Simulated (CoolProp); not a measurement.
Saturation properties of nitrogen.

The numbers come from the reference Helmholtz-energy equation of state, Span 2000 in CoolProp.

| T (K) | p (MPa) | vapour density (kg/m³) | vapour viscosity (µPa s) |
|---|---|---|---|
| 87.4 | 0.2865 | 12.13 | 6.26 |
| 91.2 | 0.3989 | 16.61 | 6.59 |
| 95.1 | ? | 22.44 | ? |
| 98.9 | 0.7205 | 29.58 | 7.32 |
| 102.7 | 0.9340 | 38.50 | 7.72 |
| 106.5 | 1.189 | 49.68 | 8.16 |
| 110.3 | 1.491 | 63.83 | 8.67 |
| 114.2 | 1.855 | 82.69 | ? |
| 118 | 2.268 | 107.7 | 10.1 |

Problem. What belongs in the gaps?

Solution. 
- 95.1, p (MPa): 0.5447
- 95.1, vapour viscosity (µPa s): 6.94
- 114.2, vapour viscosity (µPa s): 9.29

It boils at 77.4 K under 1 atm.

Viscosity comes from a separate model (Lemmon 2004).
